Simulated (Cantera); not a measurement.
An adiabatic, constant-volume homogeneous reactor starts with H2 : O2 : N2 = 1 : 0.781 : 2.94 (molar parts), at 1775 K and 1.01 bar. Integrator tolerance rtol = 1e-08.

Cantera simulation using the H2/O2 subset of GRI-Mech 3.0, which has no nitrogen chemistry; the numbers are that mechanism's predictions, not measurements.

**Question.** What does this change do: pressure from 1.01 bar to 0.550 bar?

**Answer.** 
| quantity | before | after |
|---|---|---|
| time of steepest temperature rise | 6.27 µs | 11.1 µs |
| temperature at 0.600 s | 2920 K | 2862 K |
| equilibrium temperature | 2920 K | 2862 K |
| x(H2) at 0.600 s | 0.0203 (gas-phase equilibrium 0.0203) | 0.0220 (gas-phase equilibrium 0.0220) |
| x(O2) at 0.600 s | 0.0595 (gas-phase equilibrium 0.0595) | 0.0597 (gas-phase equilibrium 0.0597) |
| x(H2O) at 0.600 s | 0.181 (gas-phase equilibrium 0.181) | 0.177 (gas-phase equilibrium 0.177) |
| x(HO2) at 0.600 s | 2.12e-5 (gas-phase equilibrium 2.12e-5) | 1.61e-5 (gas-phase equilibrium 1.61e-5) |
| x(OH) at 0.600 s | 0.0391 (gas-phase equilibrium 0.0391) | 0.0396 (gas-phase equilibrium 0.0396) |
